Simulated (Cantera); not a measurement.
A perfectly stirred reactor is fed with 27.2 % H₂, 16.6 % O₂, 56.2 % N₂, at 6.80 bar; it is adiabatic with a 723 K inlet, and is followed from long to short residence time, starting on the burning branch (τ in s: 0.1, 0.053, 0.027, 0.014, 0.0071, 0.0036, 0.0019, 0.00095, 0.00049, 0.00025, 0.00013, 6.5e-05, 3.3e-05).

Cantera simulation using the H2/O2 subset of GRI-Mech 3.0, which has no nitrogen chemistry; the numbers are that mechanism's predictions, not measurements. The hydrogen kinetics of GRI-Mech 3.0 are dated; newer H2 mechanisms differ, most at raised pressure.

One state of this run: T (K) = 2491; x H₂ = 0.0136; x O₂ = 0.0357; x H₂O = 0.285; x OH = 0.0174; x H₂O₂ = 1.32e-6; x H = 0.00393. x: mole fraction; the columns are a selection and need not sum to one.

Question: Which value of τ (s) does it belong to?
A) 0.10
B) 6.5e-5
C) 0.053
D) 0.00049

Answer: B, 6.5e-5
